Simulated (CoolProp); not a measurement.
Vapour-liquid equilibrium of diethyl ether (1) + benzene (2) at 412.2 K; x and y are mole fractions of (1).

Values from CoolProp's multi-fluid Helmholtz-energy mixture model, Thol 2014 and Thol 2012; pair parameters Bell 2016.

```
x      bubble pressure (MPa)  y at the bubble point  dew pressure at overall composition x (MPa)  liquid density (mol/L)
-----  ---------------------  ---------------------  -------------------------------------------  ----------------------
0.05                  0.5083                  0.125                                          ___                   9.421
0.125                 0.5766                  0.276                                       0.5084                   9.276
0.2                   0.6452                  0.397                                       0.5401                   9.129
0.275                 0.7145                  0.496                                       0.5759                   8.979
0.35                     ___                  0.580                                       0.6167                   8.828
0.425                 0.8558                  0.651                                       0.6634                   8.673
0.5                   0.9281                  0.713                                       0.7173                   8.515
0.575                  1.002                    ___                                       0.7803                   8.353
0.65                   1.077                    ___                                          ___                   8.186
0.725                  1.155                  0.862                                       0.9427                   8.013
0.8                    1.234                  0.903                                        1.049                   7.833
0.875                  1.317                    ___                                          ___                   7.644
0.95                   1.402                  0.977                                          ___                   7.444
```

Q: Some entries are withheld; supply them.

A: 
- 0.05, dew pressure at overall composition x (MPa): 0.4801
- 0.35, bubble pressure (MPa): 0.7846
- 0.575, y at the bubble point: 0.768
- 0.65, y at the bubble point: 0.818
- 0.65, dew pressure at overall composition x (MPa): 0.8544
- 0.875, y at the bubble point: 0.941
- 0.875, dew pressure at overall composition x (MPa): 1.179
- 0.95, dew pressure at overall composition x (MPa): 1.337

No azeotrope shows between x = 0.05 and 0.95.

Pair parameters are fitted to limited data, so mixtures are less certain than the pure fluids.
